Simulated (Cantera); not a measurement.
Feed: 1 mol acetone, 1.5 mol CO₂, equilibrated at 2050 K and 55.0 bar.

Equilibrium computed with Cantera from the NASA thermochemical tables; the gas is ideal and each condensed phase is pure. Candidate condensed phases: C, C₆H₆, C₇H₈, C₈H₁₈, H₂O; 110 gas species. The feed counts by its element totals alone. The ideal-gas law is rough above about 30 bar. The numbers say what is thermodynamically allowed, not how fast it happens.

**Question.** What is the equilibrium state?

**Answer.** 
- x(CO) = 0.572
- x(H₂) = 0.422
- x(CH₄) = 0.00364
- x(H₂O) = 0.00128
- x(C₂H₂ (acetylene)) = 0.000448
- x(CO₂) = 0.000365
- x(H) = 0.000199
- x(C₂H₄) = 5.32e-5
- x(CH₃) = 3.37e-5
- n(C(graphite)) = 0.479 mol
- gas amount = 6.963 mol
